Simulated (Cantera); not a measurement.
**Premixed flame**

A freely propagating, adiabatic, planar premixed flame of 28.8 % H2, 12.0 % O2, 45.2 % N2, 14.1 % H2O, equivalence ratio 1.2, unburnt at 648 K and 1000000 Pa; multicomponent+Soret transport, grid criteria slope 0.08 and curve 0.16, no radiation.

Detailed kinetics in Cantera: the H2/O2 subset of GRI-Mech 3.0, which has no nitrogen chemistry. The hydrogen kinetics of GRI-Mech 3.0 are dated; newer H2 mechanisms differ, most at raised pressure. Burning velocities carry a grid error of a few per cent, more on coarse grids.

| z (mm) | T (K) | u (m/s) | x H2 | x O2 | x H2O | x HO2 | x O | x H |
|---|---|---|---|---|---|---|---|---|
| -0.0803 | 648 | 3.98 | 0.287 | 0.120 | 0.141 | 2.68e-8 | <1e-8 | <1e-8 |
| -0.0536 | 648 | 3.97 | 0.285 | 0.120 | 0.142 | 3.41e-7 | <1e-8 | <1e-8 |
| -0.0402 | 650 | 3.96 | 0.280 | 0.121 | 0.142 | 1.78e-6 | <1e-8 | <1e-8 |
| -0.0268 | 658 | 3.94 | 0.266 | 0.123 | 0.146 | 2.35e-5 | 6.36e-8 | <1e-8 |
| -0.0134 | 780 | 4.42 | 0.216 | 0.127 | 0.164 | 0.000803 | 7.66e-6 | 1.41e-5 |
| -0.00669 | 1089 | 6.01 | 0.175 | 0.111 | 0.206 | 0.00155 | 0.000170 | 0.000844 |
| 0 | 1493 | 8.17 | 0.129 | 0.0773 | 0.277 | 0.000786 | 0.00101 | 0.00547 |
| 0.00669 | 1772 | 9.67 | 0.0908 | 0.0440 | 0.339 | 0.000335 | 0.00178 | 0.0109 |
| 0.0134 | 1930 | 10.5 | 0.0695 | 0.0241 | 0.374 | 0.000149 | 0.00192 | 0.0128 |
| 0.0268 | 2082 | 11.3 | 0.0554 | 0.00997 | 0.401 | 4.91e-5 | 0.00156 | 0.0109 |
| 0.0536 | 2198 | 11.9 | 0.0496 | 0.00426 | 0.416 | 1.70e-5 | 0.000837 | 0.00696 |
| 0.107 | 2271 | 12.2 | 0.0463 | 0.00186 | 0.426 | 5.63e-6 | 0.000343 | 0.00398 |
| 0.214 | 2312 | 12.4 | 0.0444 | 0.000716 | 0.432 | 1.56e-6 | 0.000128 | 0.00227 |
x: mole fraction of selected species; z is measured from the peak of heat release.

```yaml
laminar_burning_velocity: 398 cm/s
thermal_thickness: 0.0268 mm
peak x(HO2): 0.00160
peak x(O): 0.00192
peak x(H): 0.0128
grid_points: 116
```
